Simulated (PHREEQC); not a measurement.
Make-up at 25 °C: 0.019 mol/kgw HF, 0.00094 mol/kgw H2SiF6, 0.0044 mol/kgw H3BO3 and 0.0066 mol/kgw H2SO4. Closed to the air; pH follows from the charge balance.

All values are PHREEQC results (ion-association model, phreeqc.dat), not measurements.

No solid was allowed to form.

### Question
Predict the pH.

### Answer
pH 1.86.

### Question
In which forms is B present?

### Answer
BF4- 71 %, H3BO3 23 %, BF3OH- 4.7 %, BF2(OH)2- 1.1 % of the B.

Complexes and solids missing from the database can't appear. SiF6-2 is the database's only silicon fluoride. Real BF4- forms and hydrolyses slowly; the run takes it at equilibrium.
